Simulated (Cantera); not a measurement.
Reactions in the system Cl-Fe-H-O

Standard-state values (1 bar) from the NASA 1993 polynomials, evaluated with Cantera. Values are per mole of reaction as written; species without (g) are pure solids or liquids, kept so even where they would boil at 1 bar.

6 H(g) + 4 FeCl3(g) + Fe2O3 → 6 FeCl2(g) + 3 H2O(g)

```json
[
 {"T (K)": "848", "ΔH° (kJ)": "-1105.2", "ΔS° (J/K)": "92.0", "ΔG° (kJ)": "-1183.2", "log10 K": "72.88"},
 {"T (K)": "998", "ΔH° (kJ)": "-1123.5", "ΔS° (J/K)": "72.0", "ΔG° (kJ)": "-1195.5", "log10 K": "62.57"},
 {"T (K)": "1148", "ΔH° (kJ)": "-1138.6", "ΔS° (J/K)": "58.0", "ΔG° (kJ)": "-1205.2", "log10 K": "54.83"},
 {"T (K)": "1298", "ΔH° (kJ)": "-1151.6", "ΔS° (J/K)": "47.3", "ΔG° (kJ)": "-1213.0", "log10 K": "48.81"},
 {"T (K)": "1448", "ΔH° (kJ)": "-1163.2", "ΔS° (J/K)": "38.9", "ΔG° (kJ)": "-1219.5", "log10 K": "43.99"},
 {"T (K)": "1598", "ΔH° (kJ)": "-1173.6", "ΔS° (J/K)": "32.0", "ΔG° (kJ)": "-1224.8", "log10 K": "40.03"},
 {"T (K)": "1748", "ΔH° (kJ)": "-1183.2", "ΔS° (J/K)": "26.3", "ΔG° (kJ)": "-1229.1", "log10 K": "36.73"}
]
```
